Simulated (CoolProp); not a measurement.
R1233zd(E) at 298.15 K and 0.0214 MPa is compressed adiabatically to 0.087 MPa with isentropic efficiency 0.8. Each further row changes one setting.

The numbers come from the reference Helmholtz-energy equation of state, Akasaka 2022 in CoolProp.

```tsv
case	work (kJ/kg)	final temperature (K)	final density (kg/m³)
as stated	?	?	4.07
efficiency 1	?	?	?
efficiency 0.65	?	351.3	3.96
```

Problem. Complete the blanks.

Solution. 
- as stated, work (kJ/kg): 34.8
- as stated, final temperature (K): 342.0
- efficiency 1, work (kJ/kg): 27.8
- efficiency 1, final temperature (K): 333.9
- efficiency 1, final density (kg/m³): 4.18
- efficiency 0.65, work (kJ/kg): 42.8
